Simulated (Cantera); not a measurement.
Cantera run:

```python
import numpy as np
import cantera as ct

gas_names = """
    H HO2 H2 H2O H2O2 H2S H2SO4 Na NaH NaO NaOH Na2 Na2O Na2O2H2 Na2SO4 O OH O2 O3 S SH SO SO2 SO3 S2
    S2O S8
""".split()
cond_names = """
    H2O(s) H2O(L) H2SO4(L) Na(cr) Na(L) NaOH(a) NaOH(L) NaO2(s) Na2O(c) Na2O(a) Na2O(L) Na2O2(a)
    Na2O2(b) Na2S(1) Na2S(2) Na2S(L) Na2SO4(V) Na2SO4(IV) Na2SO4(I) Na2SO4(L) S(cr1) S(cr2) S(L)
""".split()


# ... load() reads the species with a 1 bar reference pressure and builds the phases ...
atoms = {
    'Na2SO4': {'Na': 2, 'S': 1, 'O': 4},
    'H2O': {'H': 2, 'O': 1},
    'O2': {'O': 2},
}
top_T = {'NaO2(s)': 800, 'Na2O2(b)': 940}  # K; cautious upper limits of use, not melting points


# ... equilibrate(T, P, feed) seeds the gas with the atoms and calls Mixture.equilibrate('TP', solver="vcs", rtol=1e-11, max_steps=5000) ...
results = []
feed = {'Na2SO4': 1, 'H2O': 1.4, 'O2': 4.8}  # mol
P = 380000  # Pa
for T in [800, 1000, 1200, 1400, 1600, 1800, 2000, 2200]:
    mix = equilibrate(T, P, feed)
    results.append((T, P, feed, dict(zip(mix.species_names, mix.species_moles))))

top = {s: max(r[3][s] / sum(r[3][g] for g in gas_names) for r in results) for s in gas_names}
cols = sorted((s for s in top if top[s] > 1e-05), key=lambda s: -top[s])[:8]
seen = [c for c in cond_names if any(r[3].get(c, 0) > 1e-12 for r in results)]
print("log10 of partial pressures in bar; condensed amounts in mol")
print(f"{'T/K':>10s}" + "".join(f"{s[:9]:>10s}" for s in cols + seen))
for T, P, feed, n in results:
    ng = sum(n[g] for g in gas_names)
    print(f"{T:10.4g}" + "".join(f"{np.log10(max(n[s] / ng * P / 1e5, 1e-99)):10.3f}" for s in cols)
          + "".join(f"{n.get(c, 0):10.4g}" for c in seen))
```

Output:

```
log10 of partial pressures in bar; condensed amounts in mol
       T/K        O2       H2O      NaOH       SO2        Na    Na2SO4        OH       NaO Na2SO4(I) Na2SO4(L)
       800     0.469    -0.066   -12.866   -12.112   -21.361   -13.757    -8.306   -20.998         1         0
      1000     0.469    -0.066    -8.373    -9.288   -14.503    -9.550    -6.186   -14.447         1         0
      1200     0.469    -0.066    -5.948    -6.408   -10.510    -6.874    -4.771   -10.659         0         1
      1400     0.469    -0.067    -4.210    -4.557    -7.657    -5.144    -3.758    -7.953         0    0.9999
      1600     0.468    -0.067    -2.906    -3.223    -5.520    -3.887    -2.999    -5.926         0    0.9988
      1800     0.467    -0.073    -1.903    -2.206    -3.868    -2.941    -2.412    -4.362         0    0.9877
      2000     0.458    -0.103    -1.121    -1.406    -2.554    -2.209    -1.956    -3.122         0     0.923
      2200     0.424    -0.230    -0.528    -0.774    -1.469    -1.629    -1.642    -2.111         0    0.6395
```

Cantera equilibrium calculation (NASA polynomials, part measured and part estimated; ideal gas, pure solids and liquids).
